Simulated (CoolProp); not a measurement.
Ethylbenzene along the isobar 12.5 MPa: density (kg/m³) from the reference equation and from simpler models built on Tc = 344.0 °C, pc = 3.622 MPa, ω = 0.304; each cubic takes its own stable root.

Computed with CoolProp (reference Helmholtz-energy equation of state, Zhou 2012).

| T (°C) | phase | reference | Soave-Redlich-Kwong | Peng-Robinson |
|---|---|---|---|---|
| 14.05 | liquid | 880.4 | ___ | 863.9 |
| 34.35 | liquid | 863.7 | 760.1 | ___ |
| 54.55 | liquid | 847.0 | 748.9 | 840.7 |
| 74.85 | liquid | 830.2 | 737.1 | 827.9 |
| 95.15 | liquid | 813.2 | 724.5 | ___ |
| 115.45 | liquid | 796.0 | 711.2 | ___ |
| 135.75 | liquid | 778.5 | 697.1 | 784.1 |
| 155.95 | liquid | 760.7 | 682.2 | 767.6 |
| 176.25 | liquid | ___ | 666.3 | ___ |
| 196.55 | liquid | 723.8 | 649.4 | 731.0 |
| 216.85 | liquid | 704.5 | 631.5 | ___ |
| 237.15 | liquid | 684.6 | 612.5 | 689.0 |

Problem. What belongs in the gaps?

Solution. 
- 14.05, Soave-Redlich-Kwong: 770.6
- 34.35, Peng-Robinson: 852.6
- 95.15, Peng-Robinson: 814.2
- 115.45, Peng-Robinson: 799.7
- 176.25, reference: 742.5
- 176.25, Peng-Robinson: 749.9
- 216.85, Peng-Robinson: 710.7
